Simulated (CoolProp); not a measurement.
Vapour-liquid equilibrium of isobutene (1) + acetone (2) at 0.0804 MPa; x and y are mole fractions of (1).

Model: multi-fluid Helmholtz-energy mixture model, Lemmon 2005 and Lemmon 2006; pair parameters Bell 2016, in CoolProp.

```
x     bubble temperature, mixture model (K)  bubble temperature, Raoult's law (K)  y, mixture model  y, Raoult's law
----  -------------------------------------  ------------------------------------  ----------------  ---------------
0.05                                      …                                 314.3             0.520            0.301
0.2                                       …                                 296.3                 …            0.718
0.35                                  269.9                                 284.7             0.924            0.865
0.5                                   266.7                                 276.6             0.942            0.931
0.65                                  265.0                                 270.4             0.951            0.965
0.8                                   263.4                                 265.5             0.963            0.985
0.95                                  261.2                                 261.6             0.987            0.997
```

Task: Complete the blanks.

Result: 
- 0.05, bubble temperature, mixture model (K): 304.3
- 0.2, bubble temperature, mixture model (K): 278.2
- 0.2, y, mixture model: 0.870

The largest gap from Raoult's law is -18.1 K in bubble temperature, at x = 0.2. No azeotrope shows between x = 0.05 and 0.95.

Pair parameters are fitted to limited data, so mixtures are less certain than the pure fluids. With so large a gap from Raoult's law the liquid may split in two, which this calculation doesn't test in full.
